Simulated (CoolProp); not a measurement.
Saturated liquid density (kg/m³) of R236EA: the reference equation beside estimates from Tc = 412.4 K, pc = 3.414 MPa, ω = 0.368. Rackett uses Z = 0.29056 − 0.08775 ω.

The numbers come from the reference Helmholtz-energy equation of state, Rui 2013 in CoolProp.

| T (K) | reference | Rackett | van der Waals | Soave-Redlich-Kwong | Peng-Robinson |
|---|---|---|---|---|---|
| 286.2 | 1464 | 1539 | 868.5 | 1335 | 1511 |
| 290.5 | 1450 | 1524 | 860.6 | 1322 | 1497 |
| 294.8 | 1437 | 1509 | 852.6 | 1309 | 1482 |
| 299.1 | 1423 | 1494 | 844.5 | 1295 | 1467 |
| 303.4 | 1409 | 1479 | 836.1 | 1281 | 1451 |
| 307.6 | 1396 | 1464 | 827.8 | 1266 | 1435 |
| 311.9 | 1381 | 1448 | 819.1 | 1251 | 1418 |
| 316.2 | 1367 | 1432 | 810.1 | 1235 | 1401 |

Absolute difference from the reference over all 8 rows, mean and median: Rackett 5.0 and 5.0 %, van der Waals 40.7 and 40.7 %, Soave-Redlich-Kwong 9.1 and 9.0 %, Peng-Robinson 3.0 and 3.0 %.
